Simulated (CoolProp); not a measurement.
Properties of R11 along the isobar 60 bar (Tc = 471.1 K, pc = 44.08 bar, ω = 0.189).

Values from CoolProp's reference Helmholtz-energy equation of state, Jacobsen 1992.

| T (K) | phase | Z | Joule-Thomson coefficient (K/MPa) | isothermal compressibility (1/MPa) | fugacity coefficient |
|---|---|---|---|---|---|
| 180.4 | liquid | 0.3161 | … | … | 1.398e-5 |
| 210.6 | liquid | … | -0.5436 | … | 0.0002315 |
| 240.7 | liquid | 0.2550 | -0.5129 | 0.0009547 | 0.001709 |
| 270.8 | liquid | 0.2359 | … | … | 0.007521 |
| 300.9 | liquid | 0.2218 | -0.4182 | 0.001699 | 0.02328 |
| 331 | liquid | 0.2116 | -0.3393 | 0.002348 | 0.05607 |
| 361.1 | liquid | … | -0.2233 | 0.003386 | 0.1123 |
| 391.2 | liquid | 0.2022 | -0.04066 | 0.005236 | 0.1953 |

Complete the blanks.


- 180.4, Joule-Thomson coefficient (K/MPa): -0.5774
- 180.4, isothermal compressibility (1/MPa): 0.0005594
- 210.6, Z: 0.2806
- 210.6, isothermal compressibility (1/MPa): 0.0007276
- 270.8, Joule-Thomson coefficient (K/MPa): -0.4735
- 270.8, isothermal compressibility (1/MPa): 0.001263
- 361.1, Z: 0.2051
